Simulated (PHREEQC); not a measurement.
PHREEQC input (Pitzer model, pitzer.dat):

```
SOLUTION 1
  temp 60
  units mol/kgw
  pH 7 charge
  S(6) 0.0402
  Mg 0.0042
  Na 0.0759
  Cl 0.0039
END
USE solution 1
INCREMENTAL_REACTIONS false
REACTION 1
  H2O -1
  0 9.886 18.011 24.689 30.178 34.689 38.397 41.444
  43.949 46.007 47.699 49.089 50.232 51.172 51.944 52.578
  53.1 53.528 53.88 54.17 54.408 54.603 54.764 54.896
  55.005 55.094 55.168 55.228 moles
EQUILIBRIUM_PHASES 1
  Bischofite 0 0
  Bloedite 0 0
  Brucite 0 0
  Epsomite 0 0
  Halite 0 0
  Hexahydrite 0 0
  Kieserite 0 0
  Mirabilite 0 0
  Thenardite 0 0
  MgCl2_4H2O 0 0
SELECTED_OUTPUT 1
  -reset false
  -pH true
  -pe true
  -ionic_strength true
  -water true
  -activities H2O
  -totals Cl Mg Na S
  -molalities H+ Na+ Mg+2 Cl- SO4-2 OH- HSO4- MgOH+
  -equilibrium_phases Bischofite Bloedite Brucite Epsomite Halite Hexahydrite Kieserite Mirabilite Thenardite MgCl2_4H2O
PRINT
  -reset false
END
```

Selected output (columns that matter, 13 of 28 rows; water left (kg) added in front):

```
water left (kg)	pH	mu	Cl	Mg	Na	S	m_H+	m_Na+	m_Mg+2	m_Cl-	m_SO4-2	m_OH-	la_H2O	Thenardite
1	6.7689	0.1287	0.0039	0.0042	0.0759	0.0402	2.4702e-07	0.0759	0.0041998	0.0039	0.040199	7.7907e-07	-0.00079557	0
0.675514	6.7943	0.19052	0.0057734	0.0062175	0.11236	0.05951	2.4814e-07	0.11236	0.0062173	0.0057734	0.059509	8.6465e-07	-0.0011511	0
0.456313	6.8162	0.28204	0.0085468	0.0092042	0.16633	0.088097	2.532e-07	0.16633	0.0092039	0.0085468	0.088096	9.5477e-07	-0.0016646	0
0.253345	6.8398	0.508	0.015394	0.016578	0.29959	0.15868	2.6992e-07	0.29959	0.016578	0.015394	0.15868	1.0887e-06	-0.0028917	0
0.171138	6.8472	0.75202	0.022789	0.024542	0.4435	0.2349	2.8855e-07	0.4435	0.024541	0.022789	0.2349	1.1666e-06	-0.004176	0
0.115613	6.8458	1.1132	0.033733	0.036328	0.6565	0.34771	3.1438e-07	0.6565	0.036327	0.033733	0.34771	1.2225e-06	-0.0060289	0
0.0641769	6.821	2.0054	0.06077	0.065444	1.1827	0.62639	3.6751e-07	1.1827	0.065442	0.06077	0.62639	1.2317e-06	-0.010493	0
0.0433504	6.7832	2.9688	0.089965	0.096885	1.7508	0.92733	4.0927e-07	1.7508	0.096882	0.089965	0.92732	1.1637e-06	-0.015309	0
0.0292979	6.7198	4.3928	0.13312	0.14335	2.5906	1.3721	4.4548e-07	2.5906	0.14335	0.13312	1.3721	1.0232e-06	-0.022652	0
0.0197855	6.6163	6.5047	0.19711	0.21228	3.8361	2.0318	4.5241e-07	3.8361	0.21227	0.19711	2.0318	8.1705e-07	-0.03423	0
0.0133718	6.4491	9.6247	0.29166	0.31409	5.6761	3.0063	3.884e-07	5.6761	0.31409	0.29166	3.0063	5.8318e-07	-0.052487	0
0.00742651	6.2304	10.362	0.52515	0.56554	5.5752	3.0905	4.9938e-07	5.5752	0.56553	0.52515	3.0905	4.2792e-07	-0.058619	0.017248
0.00501237	6.0493	10.876	0.77808	0.83793	5.2752	3.0865	6.0933e-07	5.2752	0.83791	0.77808	3.0865	3.4692e-07	-0.063968	0.024729
```

Away from 25 °C the constants follow the database's enthalpies or fits; those with neither stay at their 25 °C values.
